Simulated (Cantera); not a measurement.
Cantera with NASA thermochemical tables; ideal gases at 1 bar, condensed phases pure. Values are per mole of reaction as written; species without (g) are pure solids or liquids, kept so even where they would boil at 1 bar.

Task: Between 373 and 573 K, where is each reaction favourable under standard conditions?
- H₂(g) + I₂ ⇌ 2 HI(g)

Result: 
- H₂(g) + I₂ ⇌ 2 HI(g): ΔG° is -9 kJ at 373 K and -31 kJ at 573 K; it stays negative (K > 1). ΔH° is 25 kJ and ΔS° 99 J/K at 573 K.
